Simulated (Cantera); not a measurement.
A closed system holds: 1 mol HgO, 1 mol O2, 3.2 mol N2, equilibrated at 1.30 bar.

Method: chemical equilibrium by Gibbs-energy minimisation in Cantera with the NASA 1993 tables (ideal gas, pure condensed phases). Candidate condensed phases: Hg, HgO; 10 gas species. Kinetics and transport are ignored.

### Question
At 250 °C, list the 3 most abundant gas species with their mole fractions, and the condensed phases.

### Answer
N2 0.762, O2 0.238, Hg 4.93e-5. Condensed: HgO(s).
